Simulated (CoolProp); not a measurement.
Vapour-liquid equilibrium of R125 (1) + R152A (2) at 191.9 K; x and y are mole fractions of (1).

Model: multi-fluid Helmholtz-energy mixture model, Lemmon 2005 and Outcalt 1996; pair parameters Bell 2016, in CoolProp.

```csv
x,"bubble pressure, mixture model (kPa)","bubble pressure, Raoult's law (kPa)","y, mixture model","y, Raoult's law"
0.05,…,3.791,0.195,0.187
0.15,4.905,4.881,0.432,0.435
0.25,5.891,5.972,0.579,0.592
0.35,…,7.063,0.684,0.701
0.45,…,8.153,0.765,0.781
0.55,…,9.244,0.831,0.842
0.65,9.984,10.33,0.885,0.890
0.75,11.14,11.42,0.929,0.929
0.85,12.35,12.52,0.963,0.961
0.95,…,13.61,0.990,0.988
```

Complete the blanks.


- 0.05, bubble pressure, mixture model (kPa): 3.837
- 0.35, bubble pressure, mixture model (kPa): 6.858
- 0.45, bubble pressure, mixture model (kPa): 7.847
- 0.55, bubble pressure, mixture model (kPa): 8.884
- 0.95, bubble pressure, mixture model (kPa): 13.56

The largest gap from Raoult's law is -3.9 % in bubble pressure, at x = 0.55. No azeotrope shows between x = 0.05 and 0.95.

The pair parameters rest on a limited set of measurements; away from them the model extrapolates. The gap from Raoult's law changes sign with composition, which may be real or a fault of the pair parameters; it wasn't checked against measurements.
